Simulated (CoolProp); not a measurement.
Vapour pressure (bar) of sulfur hexafluoride: the reference equation beside estimates from Tc = 45.6 °C, pc = 37.55 bar, ω = 0.210. Clausius-Clapeyron is anchored at -10.45 °C with a constant enthalpy of vaporisation of 13.28 kJ/mol.

Model: reference Helmholtz-energy equation of state, Guder 2009, in CoolProp.

| T (°C) | reference | Clausius-Clapeyron | van der Waals | Redlich-Kwong | Soave-Redlich-Kwong |
|---|---|---|---|---|---|
| -28.75 | (withheld) | 5.881 | 11.80 | 6.778 | 5.247 |
| -25.75 | 5.701 | 6.366 | 12.50 | 7.422 | 5.817 |
| -22.65 | 6.323 | 6.895 | 13.26 | 8.130 | 6.452 |
| -19.65 | (withheld) | 7.436 | 14.01 | 8.859 | 7.115 |
| -16.55 | 7.693 | 8.024 | 14.82 | (withheld) | 7.852 |
| -13.55 | 8.443 | 8.623 | 15.63 | 10.48 | 8.617 |
| -10.45 | 9.272 | 9.272 | 16.50 | 11.37 | 9.464 |
| -7.45 | (withheld) | 9.931 | 17.37 | 12.29 | 10.34 |
| -4.35 | 11.08 | (withheld) | 18.29 | 13.29 | 11.31 |
| -1.25 | (withheld) | 11.39 | 19.25 | 14.34 | 12.34 |
| 1.75 | 13.13 | (withheld) | 20.20 | 15.41 | 13.40 |
| 4.85 | 14.28 | 12.96 | 21.22 | 16.57 | 14.57 |
| 7.85 | 15.46 | 13.78 | 22.23 | 17.74 | 15.76 |

Task: What belongs in the gaps?

Result: 
- -28.75, reference: 5.143
- -19.65, reference: 6.972
- -16.55, Redlich-Kwong: 9.659
- -7.45, reference: 10.13
- -4.35, Clausius-Clapeyron: 10.64
- -1.25, reference: 12.09
- 1.75, Clausius-Clapeyron: 12.14

Absolute difference from the reference over all 13 rows, mean and median: Clausius-Clapeyron 6.7 and 6.7 %, van der Waals 81.3 and 78.0 %, Redlich-Kwong 22.9 and 22.6 %, Soave-Redlich-Kwong 2.0 and 2.1 %.
